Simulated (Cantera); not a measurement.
## Silicon carbide growth: CH3SiCl3 + C2H4 + H2

A closed system holds: 1 mol CH3SiCl3, 0.029 mol C2H4, 1.8 mol H2, equilibrated at 0.825 Torr.

Method: chemical equilibrium by Gibbs-energy minimisation in Cantera with the NASA 1993 tables (ideal gas, pure condensed phases). Candidate condensed phases: C, C6H6, C7H8, C8H18, Si, SiC; 109 gas species. The feed counts by its element totals alone. The tables' values for SiCl, SiCl3 are old estimates; treat these amounts as uncertain. Gases not in the tables: Si2H6 and higher silanes. Equilibrium is a limit: real reactors are often held back by kinetics, nucleation or transport.

From 998 K to 2198 K the condensed part is C(graphite) + SiC(s). From 2348 K to 2648 K the condensed part is C(graphite). The main Si-bearing gas is SiCl4 at 998 K and Si at 2648 K.

| T (K) | x HCl | x H2 | x H | x Cl | x Si | x SiCl4 | x SiCl2 | x SiC2 | x SiCl | n C(graphite) | n SiC(s) |
|---|---|---|---|---|---|---|---|---|---|---|---|
| 998 | 0.338 | 0.579 | 4.94e-8 | 2.68e-8 | <1e-12 | 0.0815 | 0.000128 | <1e-12 | <1e-12 | 0.431 | 0.627 |
| 1148 | 0.516 | 0.453 | 1.45e-6 | 1.46e-6 | <1e-12 | 0.0273 | 0.00156 | <1e-12 | 1.86e-10 | 0.206 | 0.852 |
| 1298 | 0.582 | 0.404 | 2.05e-5 | 2.50e-5 | 1.08e-10 | 0.00461 | 0.00654 | <1e-12 | 1.75e-8 | 0.123 | 0.935 |
| 1448 | 0.580 | 0.402 | 0.000176 | 0.000207 | 1.57e-8 | 0.000640 | 0.0152 | 1.73e-11 | 5.50e-7 | 0.143 | 0.915 |
| 1598 | 0.558 | 0.411 | 0.00103 | 0.00110 | 8.88e-7 | 0.000107 | 0.0272 | 3.40e-9 | 8.54e-6 | 0.196 | 0.862 |
| 1748 | 0.526 | 0.423 | 0.00448 | 0.00430 | 2.49e-5 | 2.16e-5 | 0.0411 | 2.66e-7 | 7.96e-5 | 0.262 | 0.795 |
| 1898 | 0.485 | 0.431 | 0.0155 | 0.0131 | 0.000411 | 4.99e-6 | 0.0545 | 1.03e-5 | 0.000502 | 0.332 | 0.725 |
| 2048 | 0.427 | 0.425 | 0.0440 | 0.0328 | 0.00448 | 1.22e-6 | 0.0635 | 0.000231 | 0.00231 | 0.412 | 0.638 |
| 2198 | 0.338 | 0.380 | 0.103 | 0.0670 | 0.0351 | 2.68e-7 | 0.0620 | 0.00334 | 0.00795 | 0.629 | 0.369 |
| 2348 | 0.254 | 0.275 | 0.195 | 0.129 | 0.0893 | 3.43e-8 | 0.0273 | 0.0145 | 0.0102 | 0.818 | 0 |
| 2498 | 0.164 | 0.183 | 0.321 | 0.204 | 0.0912 | 1.55e-9 | 0.00465 | 0.0235 | 0.00502 | 0.631 | 0 |
| 2648 | 0.0811 | 0.103 | 0.450 | 0.247 | 0.0773 | 3.60e-11 | 0.000530 | 0.0299 | 0.00181 | 0.335 | 0 |
x: gas mole fraction; n: condensed amount in mol.
